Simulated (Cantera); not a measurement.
A Cantera script and its output.

```python
import numpy as np
import cantera as ct

gas = ct.Solution("h2o2.yaml")
gas.TPX = 1075, 2666, {'H2': 0.11, 'O2': 1, 'N2': 0.22}
inlet = ct.Reservoir(gas, clone=True)

reactor = ct.IdealGasConstPressureReactor(gas, energy="off", clone=False)
exhaust = ct.Reservoir(gas, clone=True)
tau = [0.7, 0.39, 0.21, 0.12, 0.066, 0.036, 0.02, 0.011, 0.0062, 0.0034, 0.0019][0]
for a, b in ((inlet, reactor), (reactor, exhaust)):
    ct.MassFlowController(a, b, mdot=lambda t: reactor.mass / tau)
net = ct.ReactorNet([reactor])
show = ['H2', 'O2', 'HO2', 'H2O2', 'H2O', 'O', 'OH']

rows = []
print(f"{'tau/s':>10s}{'T/K':>9s}" + "".join(f"{s:>11s}" for s in show))
for tau in [0.7, 0.39, 0.21, 0.12, 0.066, 0.036, 0.02, 0.011, 0.0062, 0.0034, 0.0019]:
    net.initial_time = 0.0
    net.advance(30 * tau)
    before = gas.X
    net.advance(40 * tau)
    drift = np.max(np.abs(gas.X - before) / (gas.X + 1e-9))
    rows.append([gas.T, *gas[show].X, drift])
    print(f"{tau:10.3e}{gas.T:9.1f}" + "".join(f"{x:11.3e}" for x in gas[show].X))
```

Output:

```
     tau/s      T/K         H2         O2        HO2       H2O2        H2O          O         OH
 7.000e-01   1075.0  4.103e-04  7.401e-01  4.862e-06  2.670e-07  8.545e-02  1.009e-03  5.572e-04
 3.900e-01   1075.0  5.787e-04  7.396e-01  5.870e-06  2.967e-07  8.514e-02  1.458e-03  6.871e-04
 2.100e-01   1075.0  8.292e-04  7.389e-01  7.023e-06  3.290e-07  8.466e-02  2.134e-03  8.607e-04
 1.200e-01   1075.0  1.144e-03  7.381e-01  8.109e-06  3.587e-07  8.405e-02  2.985e-03  1.058e-03
 6.600e-02   1075.0  1.611e-03  7.368e-01  9.269e-06  3.905e-07  8.310e-02  4.223e-03  1.320e-03
 3.600e-02   1075.0  2.278e-03  7.350e-01  1.038e-05  4.224e-07  8.169e-02  5.909e-03  1.651e-03
 2.000e-02   1075.0  3.189e-03  7.327e-01  1.134e-05  4.519e-07  7.970e-02  8.021e-03  2.044e-03
 1.100e-02   1075.0  4.499e-03  7.298e-01  1.210e-05  4.800e-07  7.679e-02  1.063e-02  2.518e-03
 6.200e-03   1075.0  6.282e-03  7.265e-01  1.259e-05  5.061e-07  7.294e-02  1.340e-02  3.033e-03
 3.400e-03   1075.0  8.973e-03  7.231e-01  1.280e-05  5.353e-07  6.762e-02  1.611e-02  3.609e-03
 1.900e-03   1075.0  1.282e-02  7.207e-01  1.272e-05  5.695e-07  6.119e-02  1.789e-02  4.154e-03
```

Cantera simulation using the H2/O2 subset of GRI-Mech 3.0, which has no nitrogen chemistry; the numbers are that mechanism's predictions, not measurements. Radical loss at walls, strong at low pressure, is not modelled. The temperature is held fixed by assumption; the heat of reaction is taken as removed at once.
